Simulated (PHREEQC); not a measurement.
**Copper plating or etch bath (model solution)**

Dissolve 1.8 mmol/kgw CuCl2 and 0.44 mmol/kgw FeCl3 at 89 °C. Closed to the air; pH follows from the charge balance.

All values are PHREEQC results (ion-association model, phreeqc.dat), not measurements.

Precipitation was switched off in this run.

Task: Estimate the pH, ionic strength.

Result: pH 3.16; ionic strength 0.00647 mol/kgw.

Task: In which forms is Cl present?

Result: Cl- 96 %, CuCl+ 3.8 % of the Cl.

Examples of supersaturated solids here: Hematite (slow to form), Goethite (slow to form). Others may be too. At this temperature some constants are extrapolated from 25 °C, and those without enthalpy data are left unchanged.
